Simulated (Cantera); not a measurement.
Charge: 1 mol NiS, 1700 mol H₂, 2.6 mol N₂.

Cantera equilibrium calculation (NASA polynomials, part measured and part estimated; ideal gas, pure solids and liquids). Candidate condensed phases: Ni, NiS, NiS₂, Ni₃S₂, Ni₃S₄, S; 17 gas species. Rates play no part.

### Question
What condenses at these points (T in K, P in Pa): (1148, 190000); (1948, 7200); (1048, 7200); (1748, 7200); (1848, 10)?

### Answer
```
T (K)  P in Pa  condensed phases  Ni condensed (%)
-----  -------  ----------------  ----------------
1148    190000                Ni             100.0
1948      7200          gas only               0.0
1048      7200                Ni             100.0
1748      7200                Ni              85.6
1848        10          gas only               0.0
```
